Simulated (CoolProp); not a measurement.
The numbers come from the reference Helmholtz-energy equation of state, Gao 2016 in CoolProp.

Task: For sulfur dioxide, give the phase and the density (kg/m³), cp (kJ/(kg K)), cv (kJ/(kg K)), speed of sound (m/s) at 453.9 K and 10300 kPa; 474.4 K and 10300 kPa.

Result: 
- 453.9 K and 10300 kPa: supercritical; density 418, cp 4.68, cv 0.882, speed of sound 197
- 474.4 K and 10300 kPa: supercritical; density 284, cp 1.96, cv 0.769, speed of sound 220
